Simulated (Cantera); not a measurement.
Standard-state values (1 bar) from the NASA 1993 polynomials, evaluated with Cantera. Values are per mole of reaction as written; species without (g) are pure solids or liquids, kept so even where they would boil at 1 bar.

Al2Cl6(g) = 2 Al + 6 Cl(g)

```tsv
T (K)	ΔH° (kJ)	ΔS° (J/K)	ΔG° (kJ)	log10 K
350	2024.6	575.8	1823.0	-272.07
375	2025.0	577.1	1808.6	-251.92
400	…	…	…	…
425	2026.0	579.4	1779.7	-218.73
450	2026.4	580.4	1765.2	-204.90
475	2026.8	581.4	1750.7	-192.51
500	2027.3	582.3	1736.1	-181.37
525	…	…	…	…
550	2028.1	583.9	1707.0	-162.11
```

Q: Complete the blanks.

A: 
- 400, ΔH° (kJ): 2025.5
- 400, ΔS° (J/K): 578.3
- 400, ΔG° (kJ): 1794.2
- 400, log10 K: -234.29
- 525, ΔH° (kJ): 2027.7
- 525, ΔS° (J/K): 583.1
- 525, ΔG° (kJ): 1721.6
- 525, log10 K: -171.28
